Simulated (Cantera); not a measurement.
A closed system holds: 1 mol SiH2Cl2, 0.004 mol Cl2, 190 mol H2, at 752 °C and 0.00740 bar.

These are equilibrium values from Cantera (NASA tables, ideal gas, pure condensed phases), not measurements of a reactor. Candidate condensed phases: Si; 19 gas species. The tables' values for SiCl3 are old estimates; treat these amounts as uncertain. The numbers say what is thermodynamically allowed, not how fast it happens.

Base state: H2 0.990, HCl 0.00927, SiCl2 0.000155, SiCl4 0.000114, SiHCl3 0.000105, SiCl3 2.91e-5, SiH2Cl2 1.07e-5 (mole fractions); condensed: Si(s).

### Question
What changes in the equilibrium state with this change: SiH2Cl2 replaced by SiH4?

### Answer
```tsv
species	before	after
H2	0.990	1.000
HCl	0.00927	4.17e-5
SiCl2	0.000155	3.10e-9
SiCl4	0.000114	<1e-9
SiHCl3	0.000105	<1e-9
SiCl3	2.91e-5	<1e-9
Si(s), mol	0.921	1.000
```

### Question
What changes in the equilibrium state with this change: SiH2Cl2 replaced by SiHCl3?

### Answer
```tsv
species	before	after
H2	0.990	0.986
HCl	0.00927	0.0125
SiCl4	0.000114	0.000384
SiCl3	2.91e-5	7.23e-5
SiHCl3	0.000105	0.000260
SiCl2	0.000155	0.000284
Si(s), mol	0.921	0.804
```

### Question
What changes in the equilibrium state with this change: H2 from 190 to 81 mol?

### Answer
```csv
species,before,after
H2,0.990,0.981
HCl,0.00927,0.0164
SiCl4,0.000114,0.00114
SiCl3,2.91e-5,0.000163
SiHCl3,0.000105,0.000584
SiCl2,0.000155,0.000489
SiH2Cl2,1.07e-5,3.33e-5
"Si(s), mol",0.921,0.801
```
